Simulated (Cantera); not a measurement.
Input: 1 mol N2O, 2.3 mol O2, 0.18 mol H2, held at 2723 K.

Method: chemical equilibrium by Gibbs-energy minimisation in Cantera with the NASA 1993 tables (ideal gas, pure condensed phases). Candidate condensed phases: H2O; 24 gas species. The ideal-gas law is rough above about 30 bar. Kinetics and transport are ignored.

x: gas mole fraction; nothing condenses.

```tsv
P (Pa)	x O	x O2	x N2	x H	x H2O	x NO	x OH
10	0.757	0.0363	0.147	0.0521	8.39e-6	0.00590	0.00162
52	0.637	0.133	0.159	0.0513	0.000185	0.0118	0.00697
280	0.419	0.311	0.184	0.0421	0.00238	0.0194	0.0203
1400	(withheld)	(withheld)	(withheld)	(withheld)	(withheld)	(withheld)	0.0312
7600	0.109	0.574	0.225	0.00909	0.0213	0.0291	0.0310
40000	0.0498	0.628	0.233	0.00303	0.0298	0.0310	0.0248
210000	0.0222	0.654	0.237	0.000942	0.0355	0.0319	0.0180
1100000	(withheld)	0.667	0.239	(withheld)	0.0392	0.0323	(withheld)
5700000	0.00432	0.673	0.240	8.51e-5	0.0416	0.0325	0.00860
30000000	0.00189	0.676	0.240	2.49e-5	0.0431	0.0326	0.00579
```

Task: Fill in the missing entries.

Result: 
- 1400, x O: 0.230
- 1400, x O2: 0.469
- 1400, x N2: 0.208
- 1400, x H: 0.0236
- 1400, x H2O: 0.0103
- 1400, x NO: 0.0253
- 1100000, x O: 0.00979
- 1100000, x H: 0.000285
- 1100000, x OH: 0.0126
